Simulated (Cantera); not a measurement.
A freely propagating, adiabatic, planar premixed flame of 5.52 % CH4, 1.60 % C2H6, 1.60 % C3H8, 18.9 % O2, 72.3 % N2, unburnt at 373 K and 4350 Torr; mixture-averaged transport, grid criteria slope 0.08 and curve 0.16, no radiation.

Detailed kinetics in Cantera: GRI-Mech 3.0 (53 species, 325 reactions). GRI-Mech 3.0 was tuned for natural gas; its chemistry of propane as a main component is partial and can be far from experiment. Burning velocities carry a grid error of a few per cent, more on coarse grids.

x: mole fraction of selected species; z is measured from the peak of heat release.

| z (mm) | T (K) | u (m/s) | x CH4 | x C2H6 | x C3H8 | x O2 | x C2H | x CH2O |
|---|---|---|---|---|---|---|---|---|
| -0.447 | 373 | 0.207 | 0.0551 | 0.0160 | 0.0160 | 0.189 | <1e-8 | 8.12e-8 |
| -0.298 | 378 | 0.211 | 0.0547 | 0.0159 | 0.0159 | 0.188 | <1e-8 | 2.55e-6 |
| -0.224 | 399 | 0.224 | 0.0538 | 0.0158 | 0.0158 | 0.186 | <1e-8 | 2.12e-5 |
| -0.149 | [?] | 0.303 | [?] | 0.0150 | 0.0153 | 0.173 | <1e-8 | [?] |
| -0.0745 | 1051 | 0.615 | 0.0338 | 0.00953 | 0.00982 | 0.121 | <1e-8 | 0.00149 |
| -0.0373 | 1471 | 0.878 | 0.0206 | 0.00373 | 0.00269 | 0.0733 | 1.80e-8 | 0.00154 |
| 0 | 1844 | 1.11 | 0.00718 | 0.000260 | 2.40e-5 | 0.0291 | 7.31e-7 | 0.000383 |
| 0.0373 | 2020 | 1.22 | 0.00152 | 7.41e-6 | <1e-8 | 0.00822 | 1.24e-6 | 8.94e-5 |
| 0.0745 | 2075 | 1.25 | [?] | [?] | <1e-8 | [?] | [?] | [?] |
| 0.149 | 2102 | 1.26 | 4.94e-5 | <1e-8 | <1e-8 | 0.000232 | 1.04e-7 | 2.74e-6 |
| 0.298 | 2114 | 1.27 | 5.97e-6 | <1e-8 | <1e-8 | 2.55e-5 | 1.07e-8 | 2.31e-7 |
| 0.596 | 2121 | 1.27 | 8.91e-7 | <1e-8 | <1e-8 | 7.21e-6 | <1e-8 | 2.56e-8 |
| 1.19 | 2124 | 1.28 | 1.75e-7 | <1e-8 | <1e-8 | 2.69e-6 | <1e-8 | <1e-8 |

Task: Complete the blanks.

Result: 
- -0.149, T (K): 533
- -0.149, x CH4: 0.0494
- -0.149, x CH2O: 0.000228
- 0.0745, x CH4: 0.000369
- 0.0745, x C2H6: 4.33e-7
- 0.0745, x O2: 0.00221
- 0.0745, x C2H: 5.81e-7
- 0.0745, x CH2O: 2.39e-5
